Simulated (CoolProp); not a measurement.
R236EA at 278.36 K and 0.0753 MPa is throttled through a valve to 0.033 MPa with no heat exchange. Each further row changes one setting.

Computed with CoolProp (reference Helmholtz-energy equation of state, Rui 2013).

| case | temperature change (K) | final density (kg/m³) |
|---|---|---|
| as stated | -1.3 | 2.21 |
| outlet pressure 0.0099 MPa | -2.0 | 0.658 |
| outlet pressure 0.0429 MPa | -1.0 | 2.88 |
